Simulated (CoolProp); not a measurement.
A single-stage vapour-compression cycle with propane: evaporating at 270.15 K (dew point), condensing at 316.15 K (bubble point), superheat 2 K, subcooling 2 K, compressor efficiency 0.8, no pressure losses. Each further row changes one setting.

The numbers come from the reference Helmholtz-energy equation of state, Lemmon 2009 in CoolProp.

| case | cooling COP | pressure ratio | discharge temperature (K) | refrigerating effect (kJ/kg) | volumetric capacity (kJ/m³) |
|---|---|---|---|---|---|
| as stated | 3.66 | 3.39 | 329.7 | 265 | 2480 |
| evaporating temperature 275.15 K | 4.29 | 2.91 | 328.1 | 271 | 2940 |
| condensing temperature 311.15 K | 4.27 | 3.02 | 323.9 | 279 | 2620 |
| subcooling 7 K | 3.86 | 3.39 | 329.7 | 279 | 2620 |
| superheat 12 K | 3.70 | 3.39 | 339.4 | 282 | 2520 |
| compressor efficiency 0.7 | 3.21 | 3.39 | 334.4 | 265 | 2480 |
